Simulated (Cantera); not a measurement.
Feed: 1 mol Cr, 0.26 mol H₂O, at 0.100 bar.

Cantera equilibrium calculation (NASA polynomials, part measured and part estimated; ideal gas, pure solids and liquids). Candidate condensed phases: Cr, Cr₂O₃, H₂O; 13 gas species. Mutual solubility and eutectic melting of coexisting phases are not modelled. Kinetics and transport are ignored.

log p: log10 of the partial pressure in bar; n: condensed amount in mol.

```
T (K)  log p H₂  log p Cr  log p CrO  log p H  log p H₂O  log p CrO₂  n Cr(s)  n Cr₂O₃(s)  n Cr(l)
-----  --------  --------  ---------  -------  ---------  ----------  -------  ----------  -------
1123      -1.00    -10.79       <-13    -7.87      -5.36        <-13    0.827      0.0867        0
1323      -1.00     -8.05     -12.22    -6.30      -4.48        <-13    0.827      0.0866        0
1523      -1.00       [?]        [?]      [?]        [?]         [?]    0.827      0.0865        0
1723      -1.00     -4.52      -7.20    -4.24      -3.35       -9.95    0.827      0.0863        0
1923      -1.01       [?]        [?]      [?]        [?]         [?]    0.827      0.0857        0
2123      -1.03     -2.38      -4.13    -2.96      -2.67       -6.23    0.819      0.0847        0
2323      -1.15     -1.64      -3.02    -2.54      -2.50       -4.85        0      0.0818    0.753
2523      -1.74     -1.16      -2.14    -2.43      -2.74       -3.65        0      0.0489        0
2723      -1.87     -1.22      -1.83    -2.15      -2.57       -3.04        0           0        0
```

Problem. Complete the blanks.

Solution. 
- 1923, log p Cr: -3.33
- 1923, log p CrO: -5.50
- 1923, log p H: -3.53
- 1923, log p H₂O: -2.97
- 1923, log p CrO₂: -7.89
- 1523, log p Cr: -6.05
- 1523, log p CrO: -9.37
- 1523, log p H: -5.14
- 1523, log p H₂O: -3.84
- 1523, log p CrO₂: -12.56
